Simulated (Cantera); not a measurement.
What does this Cantera script print?

```python
import numpy as np
import cantera as ct

gas_names = """
    Fe FeO Fe(OH)2 H HO2 H2 H2O H2O2 O OH O2 O3
""".split()
cond_names = """
    Fe(a) Fe(c) Fe(d) Fe(L) FeO(s) FeO(L) Fe(OH)2(s) Fe(OH)3(s) Fe2O3(s) Fe3O4(s) H2O(s) H2O(L)
""".split()


def load(file, names, dense=False):
    # The tables refer to 1 bar. Condensed volumes are neglected.
    table = {s.name: s for s in ct.Species.list_from_file(file)}
    out = []
    for n in names:
        d = dict(table[n].input_data)
        d["thermo"] = dict(d["thermo"], **{"reference-pressure": 1e5})
        if dense:
            d["equation-of-state"] = {"model": "constant-volume", "density": "1e6 g/cm^3"}
        out.append(ct.Species.from_dict(d))
    return out


gas = ct.Solution(thermo="ideal-gas", species=load("nasa_gas.yaml", gas_names))
cond = {s.name: ct.Solution(thermo="fixed-stoichiometry", species=[s], name=s.name)
        for s in load("nasa_condensed.yaml", cond_names, dense=True)}
atoms = {
    'Fe': {'Fe': 1},
    'H2O': {'H': 2, 'O': 1},
}
top_T = {'Fe2O3(s)': 1830, 'Fe3O4(s)': 1870}  # K; cautious upper limits of use, not melting points


def equilibrate(T, P, feed):
    n = {}
    for name, mol in feed.items():
        for a, k in atoms[name].items():
            n[a] = n.get(a, 0.0) + k * mol
    gas.TPX = T, P, n
    mass = sum(n.values()) * gas.mean_molecular_weight
    gas.equilibrate("TP")
    valid = [c for c in cond.values() if c.min_temp <= T <= top_T.get(c.name, c.max_temp)]
    mix = ct.Mixture([(gas, mass / gas.mean_molecular_weight)] + [(c, 0.0) for c in valid])
    mix.T, mix.P = T, P
    mix.equilibrate("TP", solver="vcs", rtol=1e-11, max_steps=5000)
    return mix


results = []
feed = {'Fe': 1, 'H2O': 0.035}  # mol
P = 880000  # Pa
for T in [1148, 1198, 1248, 1298, 1348, 1398, 1448, 1498, 1548, 1598, 1648, 1698]:
    mix = equilibrate(T, P, feed)
    results.append((T, P, feed, dict(zip(mix.species_names, mix.species_moles))))
    x = sorted(zip(gas.X, gas.species_names), reverse=True)
    print(f"T = {T:g} K  P = {P:g} Pa  gas = {mix.phase_moles(0):.4g} mol")
    print("   x: " + "  ".join(f"{s} {v:.3e}" for v, s in x if v > 0.0001))
    print("   condensed (mol): " + ("  ".join(f"{mix.phase(i).name} {mix.phase_moles(i):.4g}"
          for i in range(1, mix.n_phases) if mix.phase_moles(i) > 1e-12) or "none"))
```

Result:

```
T = 1148 K  P = 880000 Pa  gas = 0.035 mol
   x: H2 7.996e-01  H2O 2.004e-01
   condensed (mol): Fe(a) 0.972  FeO(s) 0.02799
T = 1198 K  P = 880000 Pa  gas = 0.035 mol
   x: H2 7.837e-01  H2O 2.163e-01
   condensed (mol): Fe(c) 0.9726  FeO(s) 0.02743
T = 1248 K  P = 880000 Pa  gas = 0.035 mol
   x: H2 7.682e-01  H2O 2.318e-01
   condensed (mol): Fe(c) 0.9731  FeO(s) 0.02689
T = 1298 K  P = 880000 Pa  gas = 0.035 mol
   x: H2 7.537e-01  H2O 2.463e-01
   condensed (mol): Fe(c) 0.9736  FeO(s) 0.02638
T = 1348 K  P = 880000 Pa  gas = 0.035 mol
   x: H2 7.402e-01  H2O 2.598e-01
   condensed (mol): Fe(c) 0.9741  FeO(s) 0.02591
T = 1398 K  P = 880000 Pa  gas = 0.035 mol
   x: H2 7.277e-01  H2O 2.723e-01
   condensed (mol): Fe(c) 0.9745  FeO(s) 0.02547
T = 1448 K  P = 880000 Pa  gas = 0.035 mol
   x: H2 7.161e-01  H2O 2.839e-01
   condensed (mol): Fe(c) 0.9749  FeO(s) 0.02506
T = 1498 K  P = 880000 Pa  gas = 0.035 mol
   x: H2 7.053e-01  H2O 2.946e-01
   condensed (mol): Fe(c) 0.9753  FeO(s) 0.02469
T = 1548 K  P = 880000 Pa  gas = 0.035 mol
   x: H2 6.954e-01  H2O 3.046e-01
   condensed (mol): Fe(c) 0.9757  FeO(s) 0.02434
T = 1598 K  P = 880000 Pa  gas = 0.035 mol
   x: H2 6.862e-01  H2O 3.137e-01
   condensed (mol): Fe(c) 0.976  FeO(s) 0.02402
T = 1648 K  P = 880000 Pa  gas = 0.035 mol
   x: H2 6.778e-01  H2O 3.222e-01
   condensed (mol): Fe(c) 0.9763  FeO(s) 0.02372
T = 1698 K  P = 880000 Pa  gas = 0.035 mol
   x: H2 6.806e-01  H2O 3.194e-01
   condensed (mol): Fe(d) 0.9762  FeO(L) 0.02382
```

Method: chemical equilibrium by Gibbs-energy minimisation in Cantera with the NASA 1993 tables (ideal gas, pure condensed phases). Mutual solubility and eutectic melting of coexisting phases are not modelled. The tables' stoichiometric FeO is somewhat more stable than real wüstite, so its field is too wide. FeO: taken at fixed stoichiometry.
